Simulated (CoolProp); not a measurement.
Propyne at several states: fugacity coefficient from the reference equation and from simpler models built on Tc = 129.6 °C, pc = 5658 kPa, ω = 0.204; each cubic takes its own stable root.

Values from CoolProp's reference Helmholtz-energy equation of state, Polt 1992. This equation is an older, rougher fit; its heat capacities, sound speeds and derivatives of the liquid may be far off and weren't checked against measurements.

```tsv
T (°C)	p (kPa)	phase	reference
156.55	406	gas	0.9797
172.75	66	gas	0.9971
199.35	720	gas	0.9735
42.95	1220	liquid	0.6826
76.65	548	gas	0.9473
23.95	757	liquid	0.6788
```

Problem. How far does each simpler model (van der Waals, Soave-Redlich-Kwong, Peng-Robinson) lie from the reference over these 6 states: mean and median of the absolute difference, and the worst?

Solution. 
- van der Waals: mean 11.2 %, median 0.8 %, worst +35.4 % at 23.95 °C and 757 kPa
- Soave-Redlich-Kwong: mean 0.9 %, median 0.2 %, worst +3.1 % at 42.95 °C and 1220 kPa
- Peng-Robinson: mean 0.5 %, median 0.2 %, worst +1.2 % at 42.95 °C and 1220 kPa

At some of these states van der Waals gives the other phase, because its saturation line lies elsewhere.
